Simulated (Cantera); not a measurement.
Input: 1 mol SiO₂, 3.4 mol CH₄, 0.49 mol N₂, at 190 Pa.

Method: chemical equilibrium by Gibbs-energy minimisation in Cantera with the NASA 1993 tables (ideal gas, pure condensed phases). Candidate condensed phases: C, C₆H₆, C₇H₈, C₈H₁₈, H₂O, Si, SiC, SiO₂, Si₂N₂O, Si₃N₄; 151 gas species. N₂ is the only nitrogen source here; it is nearly inert below about 1500 K, so the nitride shown seldom forms there in practice. Mutual solubility and eutectic melting of coexisting phases are not modelled. The tables hold silica as quartz up to 1696 K and as liquid above; real silica turns to tridymite and cristobalite and melts near 1996 K. Rates play no part.

Question: Which condensed phases are stable at each of these points (T (K)): 875, 950, 1025, 1100, 1175, 1250, 1325?

Answer: 
```csv
T (K),condensed phases,Si condensed (%)
875,C(graphite) + SiO₂(β-quartz) + Si₂N₂O(s),100.0
950,C(graphite) + SiO₂(β-quartz) + Si₂N₂O(s),100.0
1025,C(graphite) + SiO₂(β-quartz) + Si₂N₂O(s),100.0
1100,C(graphite) + SiO₂(β-quartz) + Si₂N₂O(s),100.0
1175,C(graphite) + SiO₂(β-quartz) + Si₂N₂O(s),100.0
1250,C(graphite) + SiO₂(β-quartz) + Si₂N₂O(s),100.0
1325,C(graphite) + SiC(s) + Si₂N₂O(s),99.9
```

From 875 K to 1250 K the condensed part is C(graphite) + SiO₂(β-quartz) + Si₂N₂O(s). At 1325 K the condensed part is C(graphite) + SiC(s) + Si₂N₂O(s).
